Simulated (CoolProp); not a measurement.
A single-stage vapour-compression cycle with the fluid: evaporating at 274.15 K (dew point), condensing at 312.15 K (bubble point), superheat 5 K, subcooling 0 K, compressor efficiency 0.8, no pressure losses. The same conditions are run with several fluids, on thermodynamics alone (safety and materials aside).

Values from CoolProp's reference Helmholtz-energy equation of state of each fluid (n-perfluoropentane: Gao 2022; propane: Lemmon 2009; R11: Jacobsen 1992; fluoroethane (R161): Wu 2012; n-perfluorobutane: Gao 2022; ammonia: Gao 2020).

Task: Rank n-perfluoropentane, propane, R11, fluoroethane (R161), n-perfluorobutane, ammonia by cooling COP, highest first.

Result: R11 (5.15), ammonia (4.88), fluoroethane (R161) (4.78), propane (4.64), n-perfluoropentane (4.32), n-perfluorobutane (4.07)

| fluid | pressure ratio | discharge temperature (K) | refrigerating effect (kJ/kg) | volumetric capacity (kJ/m³) |
|---|---|---|---|---|
| n-perfluoropentane | 4.54 | 312.1 | 62.9 | 251 |
| propane | 2.74 | 326.7 | 280 | 2910 |
| R11 | 4.03 | 334.9 | 159 | 402 |
| fluoroethane (R161) | 2.95 | 339.7 | 298 | 3070 |
| n-perfluorobutane | 3.58 | 312.2 | 57.5 | 709 |
| ammonia | 3.39 | 385.8 | 1090 | 3810 |

The compression ends wet for: n-perfluoropentane; n-perfluorobutane.
